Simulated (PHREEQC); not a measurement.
A solution holds 0.1 mol NaOH, 0.0043 mol NaAlO2 and 0.046 mol Na2CO3 per kg of water, at 25 °C. Closed to the air; pH follows from the charge balance.

Computed with PHREEQC (ion-association model, wateq4f.dat).

Each row changes one thing in this solution. Precipitation was switched off in this run.

| case | pH | ionic strength (mol/kgw) | Na+ (mol/kgw) | NaCO3- (mol/kgw) | CO3-2 (mol/kgw) | HCO3- (mol/kgw) | SI of Natron (Na2CO3:10H2O) | SI of Nahcolite (NaHCO3) |
|---|---|---|---|---|---|---|---|---|
| as made | 12.85 | 0.196 | 0.173 | 0.0230 | 0.0230 | 2.87e-5 | -2.64 | -5.01 |
| 0.035 mol/kgw NaHCO3 added | 12.66 | 0.230 | 0.190 | 0.0414 | 0.0396 | 7.44e-5 | -2.35 | -4.57 |
| temperature from 25 to 20 °C | 13.02 | 0.202 | 0.176 | 0.0203 | 0.0257 | 2.43e-5 | -2.38 | -5.03 |
| NaAlO2 left out | 12.85 | 0.192 | 0.169 | 0.0228 | 0.0232 | 2.90e-5 | -2.65 | -5.01 |
| NaOH left out | 11.18 | 0.109 | 0.0804 | 0.0158 | 0.0282 | 0.00193 | -3.08 | -3.48 |

Some of these states are supersaturated (in Gibbsite (slow to form), Boehmite (slow to form), for instance).
